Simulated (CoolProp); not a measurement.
c-C4F8 (RC318) at 312.91 K and 0.11 MPa flows at 5.3 m/s in a round tube of 25 mm bore and 1.5 µm roughness, fully developed (64/Re and Nu = 3.66 if laminar; Colebrook and Gnielinski if turbulent). Each further row changes one setting.

Computed with CoolProp (reference Helmholtz-energy equation of state, Platzer 1990). This equation is an older, rougher fit.

```json
[
 {"case": "as stated", "Reynolds number": "96300", "Darcy friction factor": "0.0184", "pressure drop (Pa/m)": "90.1", "heat-transfer coefficient (W/(m² K))": "96.0", "mass flow (kg/h)": "81.5"},
 {"case": "velocity 10.6 m/s", "Reynolds number": "193000", "Darcy friction factor": "0.0162", "pressure drop (Pa/m)": "317", "heat-transfer coefficient (W/(m² K))": "169", "mass flow (kg/h)": "163"},
 {"case": "diameter 50 mm", "Reynolds number": "193000", "Darcy friction factor": "0.0160", "pressure drop (Pa/m)": "39.1", "heat-transfer coefficient (W/(m² K))": "83.0", "mass flow (kg/h)": "326"}
]
```

Viscosity comes from a separate model (Huber 2003), an estimate that may be off by 10 % or more. Thermal conductivity comes from a separate model (Huber 2003), an estimate that may be off by 10 % or more.
